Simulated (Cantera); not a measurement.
**Premixed flame**

A freely propagating, adiabatic, planar premixed flame of H₂ : O₂ : N₂ : H₂O = 1 : 0.25 : 1.2 : 0.53 (molar parts), unburnt at 400 K and 0.296 atm; multicomponent transport, grid criteria slope 0.08 and curve 0.16, no radiation.

Detailed kinetics in Cantera: the H2/O2 subset of GRI-Mech 3.0, which has no nitrogen chemistry. Burning velocities carry a grid error of a few per cent, more on coarse grids.

```
z (mm)  T (K)  u (m/s)   x H₂      x O₂  x H₂O     x HO₂       x O      x OH
------  -----  -------  -----  --------  -----  --------  --------  --------
-4.75     400     2.24  0.336    0.0839  0.178     <1e-8     <1e-8     <1e-8
-3.17     400     2.24  0.336    0.0839  0.178     <1e-8     <1e-8     <1e-8
-2.37     400     2.24  0.336    0.0839  0.178     <1e-8     <1e-8     <1e-8
-1.58     400     2.24  0.335    0.0839  0.178   3.33e-7     <1e-8     <1e-8
-0.792    429     2.39  0.328    0.0842  0.181  0.000147   3.04e-6   2.15e-5
-0.396    631     3.44  0.304    0.0780  0.201  0.000143   7.63e-5  0.000377
0         929     4.97  0.258    0.0601  0.246   5.28e-5  0.000546  0.000464
0.396    1151     6.08  0.204    0.0317  0.305   2.03e-5   0.00131   0.00101
0.792    1270     6.68  0.172    0.0112  0.345   6.44e-6   0.00105   0.00142
1.58     1366     7.16  0.160   0.00125  0.366   6.60e-7  0.000434   0.00161
3.17     1442     7.52  0.165  0.000290  0.370   1.50e-7  0.000264   0.00159
6.33     1510     7.84  0.170  0.000151  0.372   7.82e-8  0.000148   0.00137
12.7     1563     8.08  0.174   6.81e-5  0.374   3.70e-8   6.80e-5   0.00102
```
x: mole fraction of selected species; z is measured from the peak of heat release.

```
Property                     Value
------------------------  --------
laminar burning velocity  224 cm/s
thermal thickness          1.58 mm
peak x(HO₂)               0.000221
peak x(O)                  0.00134
peak x(OH)                 0.00163
grid points                    118
```
